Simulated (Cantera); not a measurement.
A perfectly stirred reactor is fed with 43.5 % NO, 56.5 % N2, at 3000 Pa; it is held at 1800 K, and followed from long to short residence time.

Model: GRI-Mech 3.0 (53 species, 325 reactions), integrated in Cantera. Radical loss at walls, strong at low pressure, is not modelled.

Problem. Predict: x(NO) at τ = 27.0 s; x(N2O) at τ = 27.0 s; x(O2) at τ = 27.0 s; x(O) at τ = 27.0 s; x(N2) at τ = 27.0 s; x(NO) at τ = 0.110 s; x(N2O) at τ = 0.110 s; x(O2) at τ = 0.110 s; x(O) at τ = 0.110 s; x(N2) at τ = 0.110 s.

Solution. 
* **x(NO) at τ = 27.0 s**: 0.346
* **x(N2O) at τ = 27.0 s**: 4.02e-5
* **x(O2) at τ = 27.0 s**: 0.0442
* **x(O) at τ = 27.0 s**: 0.000164
* **x(N2) at τ = 27.0 s**: 0.609
* **x(NO) at τ = 0.110 s**: 0.434
* **x(N2O) at τ = 0.110 s**: 4.83e-5
* **x(O2) at τ = 0.110 s**: 0.000121
* **x(O) at τ = 0.110 s**: 4.99e-5
* **x(N2) at τ = 0.110 s**: 0.565
